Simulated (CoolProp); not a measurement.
A Linde-Hampson liquefier for nitrogen: isothermal reversible compression at 230 K from 1 atm to 15 MPa, throttling to 1 atm, return gas leaving the recuperator 5 K below the feed. Each further row changes one setting.

Model: reference Helmholtz-energy equation of state, Span 2000, in CoolProp.

| case | liquid yield per pass | compression work (kJ/kg of gas) |
|---|---|---|
| as stated | … | 332 |
| high pressure 30 MPa | … | … |
| warm-end temperature 260 K | … | … |
| warm-end gap 10 K | … | 332 |

Task: Complete the blanks.

Result: 
- as stated, liquid yield per pass: 0.122
- high pressure 30 MPa, liquid yield per pass: 0.174
- high pressure 30 MPa, compression work (kJ/kg of gas): 380
- warm-end temperature 260 K, liquid yield per pass: 0.082
- warm-end temperature 260 K, compression work (kJ/kg of gas): 381
- warm-end gap 10 K, liquid yield per pass: 0.109
